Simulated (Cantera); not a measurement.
An isothermal, constant-pressure homogeneous reactor starts with H2 : O2 = 0.073 : 1 (molar parts), equivalence ratio 0.036, at 1098 K and 10.00 Torr.

Cantera simulation using the H2/O2 subset of GRI-Mech 3.0, which has no nitrogen chemistry; the numbers are that mechanism's predictions, not measurements. Radical loss at walls, strong at low pressure, is not modelled. The temperature is held fixed by assumption; the heat of reaction is taken as removed at once.

One state of this run: x H2 = 0.00294; x O2 = 0.890; x H2O2 = 1.80e-7; x O = 0.0312; x OH = 0.00395. x: mole fraction; the columns are a selection and need not sum to one.

Task: Which value of t (s) does it belong to?
(A) 2.79
(B) 0.000368
(C) 0.00473
(D) 0.00132

Result: C, 0.00473
